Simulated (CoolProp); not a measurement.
Vapour-liquid equilibrium of carbon dioxide (1) + R125 (2) at 254.7 K; x and y are mole fractions of (1).

The numbers come from the multi-fluid Helmholtz-energy mixture model, Span 1996 and Lemmon 2005; pair parameters Bell 2016 in CoolProp.

Q: Give the bubble pressure and the first vapour's composition at x = 0.25, 0.65, 0.95. Is there an azeotrope?

A: x = 0.25: 8.482 bar, y = 0.638; x = 0.65: 15.09 bar, y = 0.874; x = 0.95: 19.81 bar, y = 0.981. No azeotrope shows between x = 0.05 and 0.95.

Pair parameters are fitted to limited data, so mixtures are less certain than the pure fluids.
